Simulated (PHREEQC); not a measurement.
Hard or scaling water: speciation

Consider water at 25 °C with 3.3 mmol/kgw CaCl2, 0.017 mmol/kgw CO2 and 32 mmol/kgw MgSO4. Closed to the air; pH follows from the charge balance.

The numbers come from PHREEQC with the Pitzer model, pitzer.dat.

Each row changes one thing in this solution. Precipitation was switched off in this run.

```tsv
case	pH	CO2 (mol/kgw)	HCO3- (mol/kgw)	HSO4- (mol/kgw)	MgOH+ (mol/kgw)	MgCO3 (mol/kgw)	SI of Gypsum (CaSO4:2H2O)	SI of Epsomite (MgSO4:7H2O)
as made	5.72	1.27e-5	4.32e-6	1.83e-6	1.05e-8	6.15e-10	-0.59	-2.29
diluted 2-fold with water	?	5.95e-6	2.55e-6	8.51e-7	8.48e-9	3.37e-10	-0.95	?
CO2 from 1.7e-05 to 3.4e-05 mol/kgw	5.55	2.76e-5	6.38e-6	2.69e-6	7.15e-9	6.16e-10	-0.59	-2.29
CO2 replaced by NaHCO3 at the same molality	7.41	9.65e-7	1.59e-5	3.78e-8	5.09e-7	1.09e-7	-0.59	-2.29
MgSO4 from 0.032 to 0.064 mol/kgw	5.76	1.20e-5	5.02e-6	2.58e-6	1.99e-8	1.12e-9	-0.54	-1.93
MgSO4 from 0.032 to 0.0352 mol/kgw	5.73	?	4.41e-6	1.92e-6	1.15e-8	6.68e-10	-0.58	-2.24
```

Problem. What belongs in the gaps?

Solution. 
- diluted 2-fold with water, pH: 5.86
- diluted 2-fold with water, SI of Epsomite (MgSO4:7H2O): -2.66
- MgSO4 from 0.032 to 0.0352 mol/kgw, CO2 (mol/kgw): 1.26e-5

Complexes and solids missing from the database can't appear.
